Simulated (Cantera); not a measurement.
Input: 1 mol Si₂H₆, 0.4 mol HCl, 15 mol N₂, held at 10.0 Torr.

These are equilibrium values from Cantera (NASA tables, ideal gas, pure condensed phases), not measurements of a reactor. Candidate condensed phases: NH₄Cl, Si, Si₃N₄; 28 gas species. The feed counts by its element totals alone. N₂ is the only nitrogen source here; it is nearly inert below about 1500 K, so the nitride shown seldom forms there in practice. The numbers say what is thermodynamically allowed, not how fast it happens.

Over these rows the condensed part is Si₃N₄(s). Partial pressures as log10 of bar:

```csv
T (K),1000/T (1/K),log p SiCl₂,log p N₂,log p H₂,log p HCl
1273,0.7855,-7.07,-1.97,-2.63,-3.51
1323,0.7559,-6.66,-1.97,-2.63,-3.51
1373,0.7283,-6.29,-1.97,-2.63,-3.51
1423,0.7027,-5.94,-1.97,-2.63,-3.51
1473,0.6789,-5.62,-1.97,-2.63,-3.51
1523,0.6566,?,-1.97,-2.63,-3.52
```

**Question.** Fit log p(SiCl₂) = a + b·(1000/T) to the five rows, give the apparent enthalpy, and predict the row at 1523 K.

**Answer.** Means: 1000/T = 0.7303, log p = -6.316. Sxy = -0.096631, Sxx = 0.0071101, so b = -13.59 and a = -6.316 − (-13.59)×0.7303 = 3.61.
Apparent enthalpy: −19.145 × (-13.59) = 260 kJ/mol. With the condensed phases at unit activity, 1/3 Si₃N₄(s) + 2 HCl(g) = SiCl₂(g) + 2/3 N₂(g) + H₂(g) links this pressure to the main gases: over the six rows their terms move log p by -0.02 in all, so the slope is close to that reaction's ΔH°. The five rows lie within 0.01 of the line.
Prediction at 1523 K: 3.61 + (-13.59)×0.6566 = -5.31. The computed value is -5.33, 0.02 from the line.
